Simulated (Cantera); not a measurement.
A perfectly stirred reactor is fed with N₂O : H₂ : N₂ = 1 : 0.0026 : 1.7 (molar parts), at 20.0 Torr; it is held at 1425 K, and followed from long to short residence time.

Detailed kinetics in Cantera: GRI-Mech 3.0 (53 species, 325 reactions). GRI-Mech 3.0 was tuned for natural gas; its chemistry of N2O as a main component is partial and can be far from experiment. Radical loss at walls, strong at low pressure, is not modelled. The temperature is held fixed by assumption; the heat of reaction is taken as removed at once.

### Question
What does this change do: temperature 1425 to 1375 K?

### Answer
| quantity | before | after |
|---|---|---|
| x(N₂O) at τ = 0.380 s | 0.291 | 0.326 |
| x(H₂) at τ = 0.380 s | 5.71e-5 | 8.49e-5 |
| x(O₂) at τ = 0.380 s | 0.0262 | 0.0151 |
| x(NO) at τ = 0.380 s | 0.0129 | 0.00632 |
| x(O) at τ = 0.380 s | 3.18e-5 | 1.83e-5 |
| x(N₂O) at τ = 12.0 ms | 0.367 | 0.368 |
| x(H₂) at τ = 12.0 ms | 0.000598 | 0.000706 |
| x(O₂) at τ = 12.0 ms | 0.000997 | 0.000508 |
| x(NO) at τ = 12.0 ms | 0.000485 | 0.000216 |
| x(O) at τ = 12.0 ms | 3.01e-5 | 1.72e-5 |
The mechanism lacks the step 2 NO + O2 → 2 NO2, which can matter for NO2 below about 1400 K.
